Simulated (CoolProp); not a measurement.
Propylene at 293.15 K and 4.51 MPa flows at 0.08 m/s in a round tube of 50 mm bore and 45 µm roughness, fully developed (64/Re and Nu = 3.66 if laminar; Colebrook and Gnielinski if turbulent). Each further row changes one setting.

The numbers come from the reference Helmholtz-energy equation of state, Lemmon 2013 in CoolProp.

```
case               Reynolds number  Darcy friction factor  pressure drop (Pa/m)  heat-transfer coefficient (W/(m² K))  mass flow (kg/h)
-----------------  ---------------  ---------------------  --------------------  ------------------------------------  ----------------
as stated                    19900                 0.0278                 0.933                                   226               297
velocity 0.16 m/s            39800                 0.0246                  3.30                                   420               593
diameter 100 mm              39800                 0.0234                 0.392                                   201              1190
```

Viscosity comes from a separate model (Huber 2003), an estimate that may be off by 10 % or more. Thermal conductivity comes from a separate model (Huber 2003), an estimate that may be off by 10 % or more.
